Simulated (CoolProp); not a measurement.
Toluene along the isobar 213 bar: Z from the reference equation and from simpler models built on Tc = 591.7 K, pc = 41.26 bar, ω = 0.266; each cubic takes its own stable root.

Values from CoolProp's reference Helmholtz-energy equation of state, Lemmon 2006. It is a short technical equation, of lower accuracy than the large ones.

```tsv
T (K)	phase	reference
453.5	liquid	0.7005
474.3	liquid	0.6875
495.1	liquid	0.6769
515.9	liquid	0.6687
536.7	liquid	0.6627
557.5	liquid	0.6589
578.4	liquid	0.6574
599.2	supercritical	0.6581
620	supercritical	0.6610
```

### Question
How far does each simpler model (Redlich-Kwong, Peng-Robinson) lie from the reference over these 9 states: mean and median of the absolute difference, and the worst?

### Answer
- Redlich-Kwong: mean 11.0 %, median 11.1 %, worst +11.8 % at 453.5 K and 213 bar
- Peng-Robinson: mean 1.8 %, median 2.1 %, worst -2.6 % at 474.3 K and 213 bar
